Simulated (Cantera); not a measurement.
A perfectly stirred reactor is fed with 8.76 % H2, 91.2 % O2, at 10.00 Torr; it is held at 1073 K, and followed from long to short residence time.

Model: the H2/O2 subset of GRI-Mech 3.0, which has no nitrogen chemistry, integrated in Cantera. Radical loss at walls, strong at low pressure, is not modelled. The temperature is held fixed by assumption; the heat of reaction is taken as removed at once.

x: mole fraction; the columns are a selection and need not sum to one.

```tsv
τ (s)	x H2	x O2	x O	x OH	x HO2
8.2	0.000123	0.908	0.000512	0.000393	1.76e-6
2.0	___	0.907	___	___	___
0.49	0.000666	0.905	0.00311	0.00104	4.49e-6
0.12	0.00151	0.900	0.00712	0.00170	6.10e-6
0.029	___	0.891	___	___	7.35e-6
0.0070	0.00801	0.878	0.0227	0.00408	7.80e-6
0.0017	0.0203	0.876	0.0226	0.00531	7.43e-6
```

**Question.** Some entries are withheld; supply them.

**Answer.** 
- 2.0, x H2: 0.000290
- 2.0, x O: 0.00128
- 2.0, x OH: 0.000637
- 2.0, x HO2: 2.96e-6
- 0.029, x H2: 0.00343
- 0.029, x O: 0.0146
- 0.029, x OH: 0.00274
